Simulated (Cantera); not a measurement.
N2O furnace oxynitridation

An isothermal, constant-pressure homogeneous reactor starts with N2O : N2 = 1 : 0.0026 (molar parts), at 1250 K and 1.01 bar.

Cantera simulation using GRI-Mech 3.0 (53 species, 325 reactions); the numbers are that mechanism's predictions, not measurements. GRI-Mech 3.0 was tuned for natural gas; its chemistry of N2O as a main component is partial and can be far from experiment. The mechanism lacks the step 2 NO + O2 → 2 NO2, which can matter for NO2 below about 1400 K. The temperature is held fixed by assumption; the heat of reaction is taken as removed at once.

| t (s) | x N2O | x O | x NO2 | x N2 | x NO |
|---|---|---|---|---|---|
| 2.00e-5 | 0.997 | 3.57e-6 | 3.31e-11 | 0.00262 | 2.78e-6 |
| 5.22e-5 | 0.997 | 3.64e-6 | 3.23e-10 | 0.00266 | 8.69e-6 |
| 0.000136 | 0.997 | 3.64e-6 | 2.49e-9 | 0.00278 | 2.41e-5 |
| 0.000356 | 0.997 | 3.64e-6 | 1.75e-8 | 0.00308 | 6.45e-5 |
| 0.000928 | 0.995 | 3.64e-6 | 1.18e-7 | 0.00386 | 0.000170 |
| 0.00242 | 0.992 | 3.64e-6 | 7.48e-7 | 0.00589 | 0.000442 |
| 0.00632 | 0.984 | 3.63e-6 | 4.24e-6 | 0.0111 | 0.00115 |
| 0.0165 | 0.962 | 3.60e-6 | 1.92e-5 | 0.0246 | 0.00293 |
| 0.0431 | 0.909 | 3.53e-6 | 6.37e-5 | 0.0576 | 0.00729 |
| 0.112 | 0.790 | 3.34e-6 | 0.000164 | 0.132 | 0.0169 |
| 0.294 | 0.569 | 2.91e-6 | 0.000343 | 0.271 | 0.0339 |
| 0.766 | 0.284 | 2.04e-6 | 0.000545 | 0.452 | 0.0526 |
| 2.00 | 0.0749 | 8.29e-7 | 0.000650 | 0.587 | 0.0608 |
x: mole fraction; the columns are a selection and need not sum to one.

Equilibrium at this temperature and pressure: N2O 2.07e-8, O 3.99e-8, NO2 5.56e-6, N2 0.667, NO 0.000329 (gas phase only).
